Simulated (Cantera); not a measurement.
Silicon epitaxy and polysilicon growth: Si2Cl6 + HCl + H2

Input: 1 mol Si2Cl6, 0.017 mol HCl, 680 mol H2, at 0.133 bar.

Cantera equilibrium calculation (NASA polynomials, part measured and part estimated; ideal gas, pure solids and liquids). Candidate condensed phases: Si; 19 gas species. The feed counts by its element totals alone. The tables' values for SiCl3 are old estimates; treat these amounts as uncertain. Gases not in the tables: Si2H6 and higher silanes. Kinetics and transport are ignored.

| T (K) | log p H2 | log p HCl | log p SiHCl3 | log p SiCl4 | log p H | log p SiCl2 | n Si(s) | n Si(l) |
|---|---|---|---|---|---|---|---|---|
| 800 | -0.88 | -4.00 | -3.78 | -3.86 | -11.98 | -7.11 | 0.373 | 0 |
| 900 | -0.88 | -3.51 | -3.88 | -3.96 | -10.37 | -6.00 | 0.681 | 0 |
| 1000 | -0.88 | -3.17 | -4.11 | -4.25 | -9.08 | -5.23 | 1.21 | 0 |
| 1100 | -0.88 | -3.00 | -4.62 | -4.91 | -8.03 | -4.81 | 1.69 | 0 |
| 1200 | -0.88 | -2.96 | -5.34 | -5.85 | -7.14 | -4.66 | 1.84 | 0 |
| 1300 | -0.88 | -2.95 | -6.03 | -6.76 | -6.40 | -4.60 | 1.86 | 0 |
| 1400 | -0.88 | -2.95 | -6.64 | -7.56 | -5.75 | -4.56 | 1.85 | 0 |
| 1500 | -0.88 | -2.95 | -7.17 | -8.26 | -5.19 | -4.52 | 1.84 | 0 |
| 1600 | -0.88 | -2.95 | -7.63 | -8.86 | -4.70 | -4.49 | 1.83 | 0 |
| 1700 | -0.88 | -2.96 | -8.04 | -9.41 | -4.27 | -4.48 | 0 | 1.81 |
log p: log10 of the partial pressure in bar; n: condensed amount in mol.

From 800 K to 1600 K the condensed part is Si(s). At 1700 K the condensed part is Si(l). The main Si-bearing gas is SiHCl3 at 800 K and SiCl2 at 1700 K. The share of Si in condensed phases is highest at 1300 K (92.8 %) and lowest at 800 K (18.6 %).
